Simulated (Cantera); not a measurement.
## Si₃H₈ + H₂ (silicon epitaxy and polysilicon growth)

Charge: 1 mol Si₃H₈, 91 mol H₂, equilibrated at 7.50 Torr.

These are equilibrium values from Cantera (NASA tables, ideal gas, pure condensed phases), not measurements of a reactor. Candidate condensed phases: Si; 9 gas species. The feed counts by its element totals alone. Gases not in the tables: Si₂H₆ and higher silanes. Rates play no part.

```
T (K)   x H₂       x H      x Si    x SiH₂     x SiH     x Si₂  n Si(s)  n Si(l)
-----  -----  --------  --------  --------  --------  --------  -------  -------
850     1.00  2.05e-10    <1e-12    <1e-12    <1e-12    <1e-12     3.00        0
925     1.00   2.60e-9    <1e-12  8.89e-12    <1e-12    <1e-12     3.00        0
1000    1.00   2.27e-8    <1e-12  9.37e-11    <1e-12    <1e-12     3.00        0
1075    1.00   1.47e-7    <1e-12  7.12e-10  2.78e-12    <1e-12     3.00        0
1150   1.000   7.46e-7  1.98e-11   4.15e-9  4.15e-11    <1e-12     3.00        0
1225   1.000   3.12e-6  3.46e-10   1.95e-8  4.43e-10    <1e-12     3.00        0
1300   1.000   1.11e-5   4.33e-9   7.65e-8   3.59e-9  1.06e-12     3.00        0
1375   1.000   3.43e-5   4.11e-8   2.58e-7   2.31e-8  1.98e-11     3.00        0
1450   1.000   9.46e-5   3.08e-7   7.69e-7   1.22e-7  2.72e-10     3.00        0
1525   1.000  0.000237   1.89e-6   2.06e-6   5.47e-7   2.88e-9     3.00        0
1600   0.999  0.000544   9.75e-6   5.00e-6   2.12e-6   2.43e-8     3.00        0
1675   0.999   0.00116   4.34e-5   1.12e-5   7.28e-6   1.69e-7     2.99        0
1750   0.997   0.00232  0.000150   2.08e-5   1.98e-5   7.76e-7        0     2.98
```
x: gas mole fraction; n: condensed amount in mol.

From 850 K to 1675 K the condensed part is Si(s). At 1750 K the condensed part is Si(l).
